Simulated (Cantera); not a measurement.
A closed system holds: 1 mol PH3, 0.056 mol H2O, 0.7 mol O2, at 2073.15 K and 69.0 Pa.

These are equilibrium values from Cantera (NASA tables, ideal gas, pure condensed phases), not measurements of a reactor. Candidate condensed phases: H2O, P, P4O10; 17 gas species. Gases not in the tables: HPO2, HPO3 and P4O6. The numbers say what is thermodynamically allowed, not how fast it happens.

Base state: H2 0.458, PO 0.291, H2O 0.0963, PO2 0.0813, H 0.0678, P2 0.00269, OH 0.00162, P 0.00138 (mole fractions); condensed: gas only.

Question: What changes in the equilibrium state with this change: PH3 replaced by HBr?

Answer: 
| species | before | after |
|---|---|---|
| Br | 0 | 0.465 |
| H2O | 0.0963 | 0.232 |
| O2 | 1.55e-5 | 0.215 |
| H2 | 0.458 | 0.00938 |
| PO | 0.291 | 0 |
| PO2 | 0.0813 | 0 |
| HBr | 0 | 0.0216 |
| O | 0.000172 | 0.0203 |
| OH | 0.00162 | 0.0273 |
| H | 0.0678 | 0.00970 |
| P2 | 0.00269 | 0 |
| P | 0.00138 | 0 |
| PH | 2.98e-5 | 0 |
Further candidate phases: Br2.

Question: What changes in the equilibrium state with this change: H2O from 0.056 to 1.1 mol?

Answer: 
| species | before | after |
|---|---|---|
| H2 | 0.458 | 0.394 |
| H2O | 0.0963 | 0.269 |
| PO | 0.291 | 0.140 |
| PO2 | 0.0813 | 0.128 |
| H | 0.0678 | 0.0629 |
| P2 | 0.00269 | 5.92e-5 |
| O2 | 1.55e-5 | 0.000164 |
| PH | 2.98e-5 | 4.10e-6 |
| P | 0.00138 | 0.000205 |
